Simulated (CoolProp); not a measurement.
Vapour-liquid equilibrium of R13 (1) + propylene (2) at 8.58 bar; x and y are mole fractions of (1).

Model: multi-fluid Helmholtz-energy mixture model, Platzer 1990 and Lemmon 2013; pair parameters Bell 2016, in CoolProp. This equation is an older, rougher fit; its heat capacities, sound speeds and derivatives of the liquid may be far off and weren't checked against measurements.

| x | bubble temperature (K) | y at the bubble point | dew temperature at overall composition x (K) | liquid density (mol/L) |
|---|---|---|---|---|
| 0.05 | 280.7 | 0.170 | 285.0 | 12.59 |
| 0.15 | 271.3 | 0.405 | 281.4 | 12.72 |
| 0.25 | 264.6 | 0.551 | 277.7 | 12.77 |
| 0.35 | 259.7 | 0.649 | 273.6 | 12.75 |
| 0.45 | 256.0 | 0.721 | 269.3 | 12.71 |
| 0.55 | 253.0 | 0.777 | 264.7 | 12.64 |
| 0.65 | 250.5 | 0.827 | 259.6 | 12.57 |
| 0.75 | 248.4 | 0.873 | 254.4 | 12.51 |
| 0.85 | 246.4 | 0.920 | 249.4 | 12.45 |
| 0.95 | 244.6 | 0.972 | 245.3 | 12.41 |

No azeotrope shows between x = 0.05 and 0.95.

Pair parameters are fitted to limited data, so mixtures are less certain than the pure fluids.
